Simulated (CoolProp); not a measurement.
CF4 (R14) along the isotherm -133.55 °C: density (kg/m³) from the reference equation and from simpler models built on Tc = -45.8 °C, pc = 37.62 bar, ω = 0.178; each cubic takes its own stable root.

The numbers come from the reference Helmholtz-energy equation of state, Platzer 1990 in CoolProp. This equation is an older, rougher fit; its heat capacities, sound speeds and derivatives of the liquid may be far off and weren't checked against measurements.

```json
[
 {"p (bar)": "23.5", "phase": "liquid", "reference": "1640"},
 {"p (bar)": "47", "phase": "liquid", "reference": "1648"},
 {"p (bar)": "70.5", "phase": "liquid", "reference": "1655"},
 {"p (bar)": "94.1", "phase": "liquid", "reference": "1662"},
 {"p (bar)": "118", "phase": "liquid", "reference": "1669"},
 {"p (bar)": "141", "phase": "liquid", "reference": "1675"},
 {"p (bar)": "165", "phase": "liquid", "reference": "1681"},
 {"p (bar)": "188", "phase": "liquid", "reference": "1687"},
 {"p (bar)": "212", "phase": "liquid", "reference": "1693"},
 {"p (bar)": "235", "phase": "liquid", "reference": "1699"},
 {"p (bar)": "259", "phase": "liquid", "reference": "1704"}
]
```

Question: How far does each simpler model (van der Waals, Redlich-Kwong, Soave-Redlich-Kwong, Peng-Robinson) lie from the reference over these 11 states: mean and median of the absolute difference, and the worst?

Answer: 
- van der Waals: mean 32.0 %, median 31.8 %, worst -33.9 % at -133.55 °C and 23.5 bar
- Redlich-Kwong: mean 2.4 %, median 2.3 %, worst -3.4 % at -133.55 °C and 23.5 bar
- Soave-Redlich-Kwong: mean 1.1 %, median 1.1 %, worst -1.7 % at -133.55 °C and 23.5 bar
- Peng-Robinson: mean 11.1 %, median 11.2 %, worst +11.2 % at -133.55 °C and 212 bar
